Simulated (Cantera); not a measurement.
Input: 1 mol PbO, 2.1 mol C, 0.16 mol CO.

These are equilibrium values from Cantera (NASA tables, ideal gas, pure condensed phases), not measurements of a reactor. Candidate condensed phases: C, Pb, PbO, PbO2, Pb3O4; 15 gas species. The numbers say what is thermodynamically allowed, not how fast it happens.

### Question
What condenses at these points (T in K, P in Pa): (1598, 1000000); (2298, 10); (1598, 460); (1698, 460); (2098, 150000)?

### Answer
| T (K) | P in Pa | condensed phases | Pb condensed (%) |
|---|---|---|---|
| 1598 | 1000000 | C + Pb | 99.3 |
| 2298 | 10 | C | 0.0 |
| 1598 | 460 | C | 0.0 |
| 1698 | 460 | C | 0.0 |
| 2098 | 150000 | C | 0.0 |
